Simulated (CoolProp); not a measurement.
Properties of nitrous oxide at several states (Tc = 309.5 K, pc = 72.45 bar, ω = 0.161).

The numbers come from the reference Helmholtz-energy equation of state, Lemmon 2006 in CoolProp. It is a short technical equation, of lower accuracy than the large ones.

| T (K) | p (bar) | phase | speed of sound (m/s) | expansivity (1/kK) |
|---|---|---|---|---|
| 362 | 59.3 | gas | 264.7 | 5.319 |
| 225.4 | 39.4 | liquid | 897.3 | 3.033 |
| 399.7 | 3.2 | gas | 305.2 | 2.560 |
| 402.7 | 1.93 | gas | 306.7 | 2.517 |
